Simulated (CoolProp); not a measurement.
Vapour-liquid equilibrium of dimethyl carbonate (1) + n-octane (2) at 505.7 K; x and y are mole fractions of (1).

The numbers come from the multi-fluid Helmholtz-energy mixture model, Zhou 2011 and Beckmüller 2019; pair parameters Bell 2016 in CoolProp.

```json
[
 {"x": "0.05", "bubble pressure (MPa)": "1.113", "y at the bubble point": "0.130", "dew pressure at overall composition x (MPa)": "1.025", "liquid density (mol/L)": "4.319"},
 {"x": "0.15", "bubble pressure (MPa)": "1.365", "y at the bubble point": "0.313", "dew pressure at overall composition x (MPa)": "1.137", "liquid density (mol/L)": "4.472"},
 {"x": "0.25", "bubble pressure (MPa)": "1.583", "y at the bubble point": "0.437", "dew pressure at overall composition x (MPa)": "1.269", "liquid density (mol/L)": "4.644"},
 {"x": "0.35", "bubble pressure (MPa)": "1.769", "y at the bubble point": "0.528", "dew pressure at overall composition x (MPa)": "1.425", "liquid density (mol/L)": "4.844"},
 {"x": "0.45", "bubble pressure (MPa)": "1.926", "y at the bubble point": "0.603", "dew pressure at overall composition x (MPa)": "1.609", "liquid density (mol/L)": "5.083"},
 {"x": "0.55", "bubble pressure (MPa)": "2.057", "y at the bubble point": "0.669", "dew pressure at overall composition x (MPa)": "1.814", "liquid density (mol/L)": "5.378"},
 {"x": "0.65", "bubble pressure (MPa)": "2.164", "y at the bubble point": "0.731", "dew pressure at overall composition x (MPa)": "2.021", "liquid density (mol/L)": "5.752"},
 {"x": "0.75", "bubble pressure (MPa)": "2.246", "y at the bubble point": "0.795", "dew pressure at overall composition x (MPa)": "2.191", "liquid density (mol/L)": "6.227"},
 {"x": "0.85", "bubble pressure (MPa)": "2.300", "y at the bubble point": "0.865", "dew pressure at overall composition x (MPa)": "2.291", "liquid density (mol/L)": "6.826"},
 {"x": "0.95", "bubble pressure (MPa)": "2.317", "y at the bubble point": "0.949", "dew pressure at overall composition x (MPa)": "2.317", "liquid density (mol/L)": "7.566"}
]
```

y crosses x between x = 0.85 and 0.95: the model has an azeotrope there.

Pair parameters are fitted to limited data, so mixtures are less certain than the pure fluids.
